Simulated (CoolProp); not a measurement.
Dimethyl ether along the isobar 5.71 MPa: Z from the reference equation and from simpler models built on Tc = 127.2 °C, pc = 5.337 MPa, ω = 0.196; each cubic takes its own stable root.

Computed with CoolProp (reference Helmholtz-energy equation of state, Wu 2011).

```json
[
 {"T (°C)": "-58.25", "phase": "liquid", "reference": "0.1877", "Redlich-Kwong": "0.2080", "Soave-Redlich-Kwong": "0.2050", "Peng-Robinson": "0.1822"},
 {"T (°C)": "-23.75", "phase": "liquid", "reference": "0.1714", "Redlich-Kwong": "0.1902", "Soave-Redlich-Kwong": "0.1864", "Peng-Robinson": "0.1653"},
 {"T (°C)": "10.65", "phase": "liquid", "reference": "0.1609", "Redlich-Kwong": "0.1800", "Soave-Redlich-Kwong": "0.1754", "Peng-Robinson": "0.1553"},
 {"T (°C)": "45.15", "phase": "liquid", "reference": "0.1555", "Redlich-Kwong": "0.1766", "Soave-Redlich-Kwong": "0.1714", "Peng-Robinson": "0.1516"},
 {"T (°C)": "79.55", "phase": "liquid", "reference": "0.1560", "Redlich-Kwong": "0.1822", "Soave-Redlich-Kwong": "0.1767", "Peng-Robinson": "0.1564"},
 {"T (°C)": "114.05", "phase": "liquid", "reference": "0.1715", "Redlich-Kwong": "0.2113", "Soave-Redlich-Kwong": "0.2065", "Peng-Robinson": "0.1846"},
 {"T (°C)": "148.45", "phase": "supercritical", "reference": "0.5688", "Redlich-Kwong": "0.5739", "Soave-Redlich-Kwong": "0.5933", "Peng-Robinson": "0.5639"},
 {"T (°C)": "182.95", "phase": "supercritical", "reference": "0.7189", "Redlich-Kwong": "0.7132", "Soave-Redlich-Kwong": "0.7378", "Peng-Robinson": "0.7092"},
 {"T (°C)": "217.35", "phase": "supercritical", "reference": "0.7957", "Redlich-Kwong": "0.7873", "Soave-Redlich-Kwong": "0.8149", "Peng-Robinson": "0.7881"},
 {"T (°C)": "251.85", "phase": "supercritical", "reference": "0.8451", "Redlich-Kwong": "0.8362", "Soave-Redlich-Kwong": "0.8656", "Peng-Robinson": "0.8406"}
]
```
